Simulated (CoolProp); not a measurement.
Vapour-liquid equilibrium of propylene (1) + R134a (2) at -25.45 °C; x and y are mole fractions of (1).

The numbers come from the multi-fluid Helmholtz-energy mixture model, Lemmon 2013 and Tillner-Roth 1994; pair parameters Bell 2016 in CoolProp.

```json
[
 {"x": "0.05", "bubble pressure, mixture model (MPa)": "0.1334", "bubble pressure, Raoult's law (MPa)": "0.1116", "y, mixture model": "0.247", "y, Raoult's law": "0.113"},
 {"x": "0.15", "bubble pressure, mixture model (MPa)": "0.1778", "bubble pressure, Raoult's law (MPa)": "0.1263", "y, mixture model": "0.477", "y, Raoult's law": "0.298"},
 {"x": "0.25", "bubble pressure, mixture model (MPa)": "0.2075", "bubble pressure, Raoult's law (MPa)": "0.1410", "y, mixture model": "0.584", "y, Raoult's law": "0.445"},
 {"x": "0.35", "bubble pressure, mixture model (MPa)": "0.2268", "bubble pressure, Raoult's law (MPa)": "0.1557", "y, mixture model": "0.645", "y, Raoult's law": "0.565"},
 {"x": "0.45", "bubble pressure, mixture model (MPa)": "0.2395", "bubble pressure, Raoult's law (MPa)": "0.1704", "y, mixture model": "0.687", "y, Raoult's law": "0.663"},
 {"x": "0.55", "bubble pressure, mixture model (MPa)": "0.2483", "bubble pressure, Raoult's law (MPa)": "0.1850", "y, mixture model": "0.721", "y, Raoult's law": "0.746"},
 {"x": "0.65", "bubble pressure, mixture model (MPa)": "0.2545", "bubble pressure, Raoult's law (MPa)": "0.1997", "y, mixture model": "0.754", "y, Raoult's law": "0.817"},
 {"x": "0.75", "bubble pressure, mixture model (MPa)": "0.2589", "bubble pressure, Raoult's law (MPa)": "0.2144", "y, mixture model": "0.793", "y, Raoult's law": "0.878"},
 {"x": "0.85", "bubble pressure, mixture model (MPa)": "0.2605", "bubble pressure, Raoult's law (MPa)": "0.2291", "y, mixture model": "0.847", "y, Raoult's law": "0.932"},
 {"x": "0.95", "bubble pressure, mixture model (MPa)": "0.2568", "bubble pressure, Raoult's law (MPa)": "0.2438", "y, mixture model": "0.934", "y, Raoult's law": "0.979"}
]
```

The largest gap from Raoult's law is +47.2 % in bubble pressure, at x = 0.25. y crosses x between x = 0.75 and 0.85: the model has an azeotrope there.

Pair parameters are fitted to limited data, so mixtures are less certain than the pure fluids.
